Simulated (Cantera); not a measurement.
**Dilute partial oxidation**

An isothermal, constant-pressure homogeneous reactor starts with 1.26 % C₂H₆, 0.972 % O₂, 97.2 % N₂, 0.583 % CH₄, equivalence ratio 5.7, at 1050 K and 10.0 bar.

Model: GRI-Mech 3.0 (53 species, 325 reactions), integrated in Cantera. GRI-Mech 3.0 stops at C3 and has no aromatics, soot or wall deposition, so with more carbon than oxygen in the feed, carbon stays in small species such as C2H2 where larger ones or solid carbon would form.

| t (s) | x C₂H₆ | x O₂ | x HCN | x H₂ | x CH₂O | x OH | x NO |
|---|---|---|---|---|---|---|---|
| 8.00e-6 | 0.0126 | 0.00972 | <1e-12 | 7.77e-12 | 1.31e-12 | <1e-12 | <1e-12 |
| 2.20e-5 | 0.0126 | 0.00972 | <1e-12 | 8.49e-11 | 9.49e-12 | <1e-12 | <1e-12 |
| 6.02e-5 | 0.0126 | 0.00972 | <1e-12 | 7.64e-10 | 6.52e-11 | <1e-12 | <1e-12 |
| 0.000165 | 0.0126 | 0.00972 | <1e-12 | 4.92e-9 | 4.38e-10 | <1e-12 | <1e-12 |
| 0.000454 | 0.0126 | 0.00972 | <1e-12 | 2.31e-8 | 3.05e-9 | 2.31e-12 | <1e-12 |
| 0.00124 | 0.0126 | 0.00972 | <1e-12 | 9.68e-8 | 2.16e-8 | 8.85e-12 | <1e-12 |
| 0.00341 | 0.0126 | 0.00972 | <1e-12 | 5.20e-7 | 1.69e-7 | 4.89e-11 | <1e-12 |
| 0.00937 | 0.0126 | 0.00971 | <1e-12 | 5.15e-6 | 1.82e-6 | 4.00e-10 | <1e-12 |
| 0.0257 | 0.0122 | 0.00948 | <1e-12 | 0.000126 | 3.99e-5 | 6.28e-9 | <1e-12 |
| 0.0706 | 0.00189 | 0.000147 | 5.18e-12 | 0.00600 | 0.000217 | 1.22e-9 | 3.57e-12 |
| 0.194 | 0.00151 | 1.45e-5 | 5.36e-12 | 0.00650 | 5.58e-5 | 5.17e-11 | 3.42e-12 |
| 0.531 | 0.00127 | 1.57e-6 | 5.49e-12 | 0.00674 | 1.38e-5 | 2.00e-11 | 2.93e-12 |
| 1.46 | 0.000985 | 2.22e-8 | 5.64e-12 | 0.00698 | 1.27e-6 | 1.53e-11 | 2.57e-12 |
| 4.00 | 0.000752 | 1.49e-12 | 5.76e-12 | 0.00720 | 5.90e-8 | 1.28e-11 | 3.03e-12 |
x: mole fraction; the columns are a selection and need not sum to one.

Equilibrium at this temperature and pressure: C₂H₆ 1.34e-6, O₂ <1e-12, HCN 8.62e-5, H₂ 0.0255, CH₂O 2.54e-9, OH <1e-12, NO <1e-12 (gas phase only).
